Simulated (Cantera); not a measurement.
**Chemical vapour transport: Fe3O4 + Cl2 + O2**

Feed: 1 mol Fe3O4, 1.9 mol Cl2, 0.042 mol O2, at 975 K and 10000 Pa.

Equilibrium computed with Cantera from the NASA thermochemical tables; the gas is ideal and each condensed phase is pure. Candidate condensed phases: Fe, FeCl2, FeCl3, FeO, Fe2O3, Fe3O4; 13 gas species. Equilibrium is a limit: real reactors are often held back by kinetics, nucleation or transport.

x(Cl2): 0.835
x(FeCl3): 0.151
x(Fe2Cl6): 0.00678
x(O2): 0.00558
x(FeCl2): 0.00132
x(Cl): 0.000765
x(Fe2Cl4): 3.09e-6
x(ClO): 1.21e-6
n(Fe2O3(s)): 1.35 mol
gas amount: 1.755 mol
log10 activity of FeCl2(l) (absent): -1.99
log10 activity of Fe(α) (absent): -12.77
